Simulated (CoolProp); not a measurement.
Vapour-liquid equilibrium of ethylbenzene (1) + m-xylene (2) at 0.316 MPa; x and y are mole fractions of (1).

Model: multi-fluid Helmholtz-energy mixture model, Zhou 2012 and Zhou 2012; pair parameters Bell 2016, in CoolProp.

| x | bubble temperature, mixture model (°C) | bubble temperature, Raoult's law (°C) | y, mixture model | y, Raoult's law |
|---|---|---|---|---|
| 0.05 | 187.0 | 187.1 | 0.053 | 0.053 |
| 0.2 | 186.5 | 186.6 | 0.210 | 0.210 |
| 0.35 | 186.0 | 186.2 | 0.363 | 0.363 |
| 0.5 | 185.6 | 185.8 | 0.513 | 0.515 |
| 0.65 | 185.2 | 185.3 | 0.661 | 0.663 |
| 0.8 | 184.8 | 184.9 | 0.807 | 0.809 |
| 0.95 | 184.5 | 184.5 | 0.952 | 0.953 |

The largest gap from Raoult's law is -0.2 K in bubble temperature, at x = 0.5. No azeotrope shows between x = 0.05 and 0.95.

The pair parameters rest on a limited set of measurements; away from them the model extrapolates.
